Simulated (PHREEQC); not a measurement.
Make-up at 90 °C: 0.18 mol/kgw HCl and 5.8e-05 mol/kgw AlCl3. Closed to the air; pH follows from the charge balance.

Model: ion-association model, wateq4f.dat, run in PHREEQC.

Question: The ionic strength comes out as 0.180 mol/kgw. What activity coefficients do H+, Al+3, Cl- get?

Answer: H+ 0.78, Al+3 0.11, Cl- 0.69.

This is a speciation only: nothing precipitates in the calculation. At this temperature some constants are extrapolated from 25 °C, and those without enthalpy data are left unchanged.
